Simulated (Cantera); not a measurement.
Feed: 1 mol Si, 5.2 mol NF3, 6.7 mol N2, equilibrated at 475 K and 70.0 Pa.

Method: chemical equilibrium by Gibbs-energy minimisation in Cantera with the NASA 1993 tables (ideal gas, pure condensed phases). Candidate condensed phases: Si, Si3N4; 16 gas species. Equilibrium is a limit: real reactors are often held back by kinetics, nucleation or transport.

Base state: N2 0.602, NF3 0.315, SiF4 0.0817, F2 0.00112 (mole fractions); condensed: gas only.

Q: What changes in the equilibrium state with this change: pressure from 70.0 Pa to 1330 Pa?

A: 
```csv
species,before,after
N2,0.602,0.602
NF3,0.315,0.316
SiF4,0.0817,0.0817
F2,0.00112,0.000157
```

Q: What changes in the equilibrium state with this change: temperature from 475 K to 923.15 K?

A: 
```tsv
species	before	after
N2	0.602	0.454
F	2.51e-6	0.428
F2	0.00112	0.0692
NF3	0.315	1.28e-5
SiF4	0.0817	0.0488
```
